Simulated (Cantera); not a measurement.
Input: 1 mol CH3Cl, 0.013 mol Si, 0.55 mol H2, equilibrated at 575 °C and 340 Pa.

Method: chemical equilibrium by Gibbs-energy minimisation in Cantera with the NASA 1993 tables (ideal gas, pure condensed phases). Candidate condensed phases: C, C6H6, C7H8, C8H18, Si, SiC; 109 gas species. Kinetics and transport are ignored.

Base state: H2 0.620, HCl 0.374, SiCl4 0.00511, CH4 0.000836, SiHCl3 1.38e-5 (mole fractions); condensed: C(graphite).

What changes in the equilibrium state with this change: temperature from 575 °C to 2850 °C?


```csv
species,before,after
H,<1e-9,0.694
Cl,<1e-9,0.177
C3,<1e-9,0.0452
H2,0.620,0.0318
HCl,0.374,0.0120
C,<1e-9,0.0238
Si,<1e-9,0.00190
C2,<1e-9,0.00906
SiCl4,0.00511,<1e-9
C2H,<1e-9,0.00334
CH4,0.000836,<1e-9
"C(graphite), mol",0.998,0
```
The tables' values for CCl are old estimates; treat these amounts as uncertain.

What changes in the equilibrium state with this change: pressure from 340 Pa to 1800 Pa?


| species | before | after |
|---|---|---|
| H2 | 0.620 | 0.615 |
| HCl | 0.374 | 0.375 |
| SiCl4 | 0.00511 | 0.00513 |
| CH4 | 0.000836 | 0.00435 |
| SiHCl3 | 1.38e-5 | 1.37e-5 |
| C(graphite), mol | 0.998 | 0.989 |

What changes in the equilibrium state with this change: Si from 0.013 to 0.037 mol?


```tsv
species	before	after
H2	0.620	0.645
HCl	0.374	0.339
SiCl4	0.00511	0.0147
SiHCl3	1.38e-5	4.54e-5
CH4	0.000836	0.000904
C(graphite), mol	0.998	0.998
```
